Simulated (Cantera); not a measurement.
Input (Python, Cantera) and output of one run.

```python
import numpy as np
import cantera as ct

gas_names = """
    PbO N2 N2O
""".split()
cond_names = """
    Pb(cr) Pb(L)
""".split()


def load(file, names, dense=False):
    # The tables refer to 1 bar. Condensed volumes are neglected.
    table = {s.name: s for s in ct.Species.list_from_file(file)}
    out = []
    for n in names:
        d = dict(table[n].input_data)
        d["thermo"] = dict(d["thermo"], **{"reference-pressure": 1e5})
        if dense:
            d["equation-of-state"] = {"model": "constant-volume", "density": "1e6 g/cm^3"}
        out.append(ct.Species.from_dict(d))
    return out


species = {s.name: s for s in load("nasa_gas.yaml", gas_names) + load("nasa_condensed.yaml", cond_names)}
# Each term lists the table entries of one substance; the one whose range holds T is used.
reactions = {
    'PbO(g) + N2(g) = N2O(g) + Pb':
        [(-1, ['PbO']), (-1, ['N2']), (1, ['N2O']), (1, ['Pb(cr)', 'Pb(L)'])],
}


def pick(names, T):
    return next(species[n] for n in names if species[n].thermo.min_temp <= T <= species[n].thermo.max_temp)


results = []
for label, terms in reactions.items():
    print(label)
    print("     T/K   dH/kJ  dS/(J/K)   dG/kJ   log10 K")
    for T in [500, 600, 700, 800, 900, 1000]:
        used = [(nu, pick(names, T)) for nu, names in terms]
        dH = sum(nu * s.thermo.h(T) for nu, s in used) / 1e6
        dS = sum(nu * s.thermo.s(T) for nu, s in used) / 1e3
        dG = dH - T * dS / 1e3
        logK = -dG * 1e6 / (ct.gas_constant * T * np.log(10))
        results.append((label, T, dH, dS, dG, logK, [s.name for _, s in used]))
        print(f"{T:8g} {dH:8.1f} {dS:8.1f} {dG:8.1f} {logK:8.2f}")
```

Output:

```
PbO(g) + N2(g) = N2O(g) + Pb
     T/K   dH/kJ  dS/(J/K)   dG/kJ   log10 K
     500     12.7   -143.4     84.4    -8.82
     600     13.8   -141.4     98.6    -8.59
     700     20.0   -131.2    111.9    -8.35
     800     21.4   -129.4    124.9    -8.15
     900     22.9   -127.6    137.7    -7.99
    1000     24.3   -126.1    150.4    -7.86
```

Cantera with NASA thermochemical tables; ideal gases at 1 bar, condensed phases pure. Condensed species are held in their standard states even where they would react or evaporate.
